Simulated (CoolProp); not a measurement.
Nitrous oxide along the isobar 2430 kPa: fugacity coefficient from the reference equation and from simpler models built on Tc = 309.5 K, pc = 7245 kPa, ω = 0.161; each cubic takes its own stable root.

Values from CoolProp's reference Helmholtz-energy equation of state, Lemmon 2006. It is a short technical equation, of lower accuracy than the large ones.

```tsv
T (K)	phase	reference
208.1	liquid	0.1395
226.4	liquid	0.2835
244.8	liquid	0.5032
281.5	gas	0.8457
299.9	gas	0.8741
318.3	gas	0.8959
336.6	gas	0.9131
355	gas	0.9271
373.4	gas	0.9384
391.7	gas	0.9478
410.1	gas	0.9556
```

### Question
How far does each simpler model (van der Waals, Soave-Redlich-Kwong, Peng-Robinson) lie from the reference over these 11 states: mean and median of the absolute difference, and the worst?

### Answer
- van der Waals: mean 38.1 %, median 1.3 %, worst +219.0 % at 208.1 K and 2430 kPa
- Soave-Redlich-Kwong: mean 0.6 %, median 0.2 %, worst +1.7 % at 244.8 K and 2430 kPa
- Peng-Robinson: mean 0.7 %, median 0.8 %, worst -1.1 % at 299.9 K and 2430 kPa

At some of these states van der Waals gives the other phase, because its saturation line lies elsewhere.
